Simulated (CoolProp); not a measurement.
Vapour-liquid equilibrium of diethyl ether (1) + ethanol (2) at 0.128 MPa; x and y are mole fractions of (1).

The numbers come from the multi-fluid Helmholtz-energy mixture model, Thol 2014 and Schroeder 2014; pair parameters Bell 2016 in CoolProp.

```json
[
 {"x": "0.05", "bubble temperature (K)": "350.3", "y at the bubble point": "0.276", "dew temperature at overall composition x (K)": "356.4", "liquid density (mol/L)": "[?]"},
 {"x": "0.2", "bubble temperature (K)": "335.1", "y at the bubble point": "0.662", "dew temperature at overall composition x (K)": "352.5", "liquid density (mol/L)": "14.21"},
 {"x": "0.35", "bubble temperature (K)": "327.3", "y at the bubble point": "[?]", "dew temperature at overall composition x (K)": "348.0", "liquid density (mol/L)": "[?]"},
 {"x": "0.5", "bubble temperature (K)": "[?]", "y at the bubble point": "0.850", "dew temperature at overall composition x (K)": "342.5", "liquid density (mol/L)": "11.96"},
 {"x": "0.65", "bubble temperature (K)": "320.2", "y at the bubble point": "[?]", "dew temperature at overall composition x (K)": "335.8", "liquid density (mol/L)": "11.02"},
 {"x": "0.8", "bubble temperature (K)": "317.7", "y at the bubble point": "[?]", "dew temperature at overall composition x (K)": "326.7", "liquid density (mol/L)": "[?]"},
 {"x": "0.95", "bubble temperature (K)": "315.2", "y at the bubble point": "0.979", "dew temperature at overall composition x (K)": "[?]", "liquid density (mol/L)": "9.501"}
]
```

Problem. Some entries are withheld; supply them.

Solution. 
- 0.05, liquid density (mol/L): 15.44
- 0.35, y at the bubble point: 0.791
- 0.35, liquid density (mol/L): 13.03
- 0.5, bubble temperature (K): 323.0
- 0.65, y at the bubble point: 0.890
- 0.8, y at the bubble point: 0.928
- 0.8, liquid density (mol/L): 10.20
- 0.95, dew temperature at overall composition x (K): 316.5

No azeotrope shows between x = 0.05 and 0.95.

The pair parameters rest on a limited set of measurements; away from them the model extrapolates.
